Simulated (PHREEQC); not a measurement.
0.085 g of hydrous ferric oxide (600 m²/g; 0.2 weak and 0.005 strong sites per Fe, Dzombak-Morel constants, diffuse double layer) in 1 kg of water with 0.1 mol/kgw of an inert sodium salt, at 25 °C; the pH is set by adding NaOH or the inert anion's acid. Oxygen alone is held at its pressure in air (log pO2 = -0.68). The system is closed to CO2. Nothing may precipitate in this run.

Equilibrium calculation in PHREEQC: ion-association model, wateq4f.dat.

### Question
Predict surface charge σ (C/m²), surface potential ψ (mV) at pH = 8.5, 9.

### Answer
| pH | surface charge σ (C/m²) | surface potential ψ (mV) |
|---|---|---|
| 8.5 | -0.014 | -19 |
| 9 | -0.034 | -42 |

The oxide is taken as insoluble; below pH 4 it would dissolve.
